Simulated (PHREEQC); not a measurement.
PHREEQC input (Pitzer model, pitzer.dat):

```
SOLUTION 1
  temp 30
  units mol/kgw
  pH 7 charge
  C(4) 0.033
  Na 0.131
  S(6) 0.013
  Cl 0.039
END
USE solution 1
INCREMENTAL_REACTIONS false
REACTION 1
  H2O -1
  0 9.886 18.011 24.689 30.178 34.689 38.397 41.444
  43.949 46.007 47.699 49.089 50.232 51.172 51.944 52.578
  53.1 53.528 53.88 54.17 54.408 54.603 54.764 54.896
  55.005 55.094 55.168 moles
EQUILIBRIUM_PHASES 1
  Burkeite 0 0
  Halite 0 0
  Mirabilite 0 0
  Nahcolite 0 0
  Natron 0 0
  Thenardite 0 0
  Trona 0 0
SELECTED_OUTPUT 1
  -reset false
  -pH true
  -pe true
  -ionic_strength true
  -water true
  -activities H2O
  -totals C Cl Na S
  -molalities H+ Na+ Cl- CO3-2 SO4-2 OH- HCO3- CO2 HSO4-
  -equilibrium_phases Burkeite Halite Mirabilite Nahcolite Natron Thenardite Trona
PRINT
  -reset false
END
```

Selected output (columns that matter, 11 of 27 rows; water left (kg) added in front):

```
water left (kg)	pH	mu	C	Cl	Na	S	m_H+	m_Na+	m_Cl-	m_CO3-2	la_H2O	Burkeite	Halite	Natron
1	11.014	0.17492	0.033	0.039	0.131	0.013	1.4119e-11	0.131	0.039	0.030921	-0.0014709	0	0	0
0.555214	11.096	0.31613	0.059437	0.070243	0.23595	0.023414	1.2739e-11	0.23595	0.070243	0.056775	-0.0025785	0	0	0
0.375059	11.15	0.4688	0.087986	0.10398	0.34928	0.034661	1.1985e-11	0.34928	0.10398	0.084863	-0.0037498	0	0	0
0.208238	11.228	0.84607	0.15847	0.18729	0.62909	0.062429	1.0968e-11	0.62909	0.18729	0.15455	-0.006576	0	0	0
0.140681	11.279	1.2537	0.23457	0.27722	0.93119	0.092408	1.0247e-11	0.93119	0.27722	0.23007	-0.0095712	0	0	0
0.0781151	11.359	2.2605	0.42245	0.49926	1.677	0.16642	8.7678e-12	1.677	0.49926	0.41705	-0.01697	0	0	0
0.0433829	11.453	4.0737	0.76067	0.89897	3.0196	0.29966	6.3292e-12	3.0196	0.89897	0.75438	-0.031286	0	0	0
0.0293317	11.533	6.0275	1.1251	1.3296	4.4662	0.44321	4.1602e-12	4.4662	1.3296	1.1182	-0.049357	0	0	0
0.0163074	11.681	10.574	1.9934	2.3915	7.8516	0.73667	1.2683e-12	7.8516	2.3915	1.9853	-0.10789	0.00049337	0	0
0.0110294	11.72	11.656	2.5049	3.536	8.955	0.20458	7.3896e-13	8.955	3.536	2.4965	-0.14756	0.0053718	0	0
0.00246458	11.73	11.879	2.5856	3.5952	9.1234	0.17849	6.9479e-13	9.1234	3.5952	2.5771	-0.15228	0.0062801	0.030139	0.020348
```

Species that the database lacks are ignored.
